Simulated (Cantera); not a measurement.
A Cantera script and its output.

```python
import numpy as np
import cantera as ct

gas = ct.Solution("gri30.yaml")
gas.TPX = 1998, 130, {'CH4': 1, 'H2': 15}
reactor = ct.IdealGasConstPressureReactor(gas, energy="off", clone=False)
net = ct.ReactorNet([reactor])
net.rtol, net.atol = 1e-08, 1e-18
show = ['CH4', 'H2', 'C2H4', 'C2H', 'CH3', 'H']
times = np.geomspace(9e-05, 10, 10)

steps = ct.SolutionArray(gas, extra=["t"])
rows = []
print(f"{'t/s':>10s}{'T/K':>9s}{'P/Pa':>11s}" + "".join(f"{s:>11s}" for s in show))
for t in times:
    while net.time < t:
        t_next = net.step()
        steps.append(gas.state, t=t_next)
    rows.append([np.interp(t, steps.t, y) for y in (steps.T, steps.P, *steps(*show).X.T)])
    print(f"{t:10.3e}{rows[-1][0]:9.1f}{rows[-1][1]:11.4g}" + "".join(f"{x:11.3e}" for x in rows[-1][2:]))
rate = np.gradient(steps.T, steps.t)
print("integrator steps:", len(steps.t))
if steps.T.max() > steps.T[0] + 200:
    print(f"time of steepest temperature rise: {steps.t[rate.argmax()]:.4e} s")
gas.TPX = 1998, 130, {'CH4': 1, 'H2': 15}
gas.equilibrate("TP")
print(f"equilibrium (TP): T = {gas.T:.1f} K  " + "  ".join(f"{s} {gas[s].X[0]:.3e}" for s in show))
```

It prints:

```
       t/s      T/K       P/Pa        CH4         H2       C2H4        C2H        CH3          H
 9.000e-05   1998.0        130  6.249e-02  9.375e-01  2.181e-12  2.597e-22  7.199e-06  6.661e-06
 3.273e-04   1998.0        130  6.247e-02  9.375e-01  2.350e-10  3.750e-19  2.741e-05  2.298e-05
 1.190e-03   1998.0        130  6.239e-02  9.374e-01  2.013e-08  4.763e-16  1.026e-04  8.050e-05
 4.327e-03   1998.0        130  6.210e-02  9.372e-01  1.124e-06  4.281e-13  3.745e-04  2.895e-04
 1.573e-02   1998.0        130  6.095e-02  9.366e-01  4.187e-05  3.346e-10  1.344e-03  1.055e-03
 5.721e-02   1998.0        130  5.357e-02  9.365e-01  3.950e-04  1.273e-07  4.100e-03  3.680e-03
 2.080e-01   1998.0        130  2.420e-02  9.496e-01  1.714e-04  2.065e-06  3.261e-03  6.542e-03
 7.563e-01   1998.0        130  4.508e-03  9.586e-01  1.168e-05  4.815e-06  8.616e-04  9.312e-03
 2.750e+00   1998.0        130  4.346e-04  9.558e-01  9.613e-07  8.246e-06  1.316e-04  1.469e-02
 1.000e+01   1998.0        130  3.208e-05  9.468e-01  4.523e-07  1.369e-05  1.607e-05  2.408e-02
integrator steps: 1298
equilibrium (TP): T = 1998.0 K  CH4 3.038e-06  H2 9.280e-01  C2H4 2.349e-07  C2H 2.482e-05  CH3 2.784e-06  H 4.318e-02
```

Cantera simulation using GRI-Mech 3.0 (53 species, 325 reactions); the numbers are that mechanism's predictions, not measurements. GRI-Mech 3.0 stops at C3 and has no aromatics, soot or wall deposition, so with more carbon than oxygen in the feed, carbon stays in small species such as C2H2 where larger ones or solid carbon would form. Radical loss at walls, strong at low pressure, is not modelled.
